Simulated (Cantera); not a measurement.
A perfectly stirred reactor is fed with 50.3 % CH4, 49.7 % CO2, at 100.0 Torr; it is held at 1850 K, and followed from long to short residence time.

Model: GRI-Mech 3.0 (53 species, 325 reactions), integrated in Cantera.

### Question
Predict: x(CH4) at τ = 5.00 s; x(CO2) at τ = 5.00 s; x(CO) at τ = 5.00 s; x(H2) at τ = 5.00 s; x(CH4) at τ = 63.0 ms; x(CO2) at τ = 63.0 ms; x(CO) at τ = 63.0 ms; x(H2) at τ = 63.0 ms.

### Answer
```json
{
 "x(CH4) at τ = 5.00 s": "0.00554",
 "x(CO2) at τ = 5.00 s": "0.0107",
 "x(CO) at τ = 5.00 s": "0.464",
 "x(H2) at τ = 5.00 s": "0.454",
 "x(CH4) at τ = 63.0 ms": "0.0453",
 "x(CO2) at τ = 63.0 ms": "0.0962",
 "x(CO) at τ = 63.0 ms": "0.290",
 "x(H2) at τ = 63.0 ms": "0.282"
}
```
